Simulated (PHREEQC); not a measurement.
Dissolve 0.05 mol NH4Cl per kg of water at 25 °C. Closed to the air; pH follows from the charge balance.

Model: ion-association model, phreeqc.dat, run in PHREEQC.

| quantity | before | after |
|---|---|---|
| pH | 5.36 | 6.25 |
| NH3 (mol/kgw) | 5.14e-6 | 4.05e-5 |

Task: Which change was made?
A) NH4Cl from 0.05 to 0.055 mol/kgw
B) 0.039 mol/kgw BaCl2 added
C) temperature from 25 to 85 °C
D) NH4Cl replaced by NH4F at the same molality

Result: D, NH4Cl replaced by NH4F at the same molality

Precipitation was switched off in this run.
